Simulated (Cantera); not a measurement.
Feed: 1 mol B₂O₃, a varied amount of NH₃, at 1702 °C and 0.810 bar.

Cantera equilibrium calculation (NASA polynomials, part measured and part estimated; ideal gas, pure solids and liquids). Candidate condensed phases: B, BN, B₂O₃, B₃O₃H₃, H₂O; 39 gas species. The numbers say what is thermodynamically allowed, not how fast it happens.

Problem. What share of the B ends up in condensed phases as a function of n(NH₃) (mol), at 1.8, 2.2, 2.8, 3.6, 4.6, 5.8, 7.4, 9.3, 12, 15?

Solution. 
```
n(NH₃) (mol)  B condensed (%)       as
------------  ---------------  -------
1.8                      68.9  B₂O₃(l)
2.2                      62.0  B₂O₃(l)
2.8                      51.6  B₂O₃(l)
3.6                      37.8  B₂O₃(l)
4.6                      20.5  B₂O₃(l)
5.8                       0.0        -
7.4                       0.0        -
9.3                       0.0        -
12                        0.0        -
15                        0.0        -
```
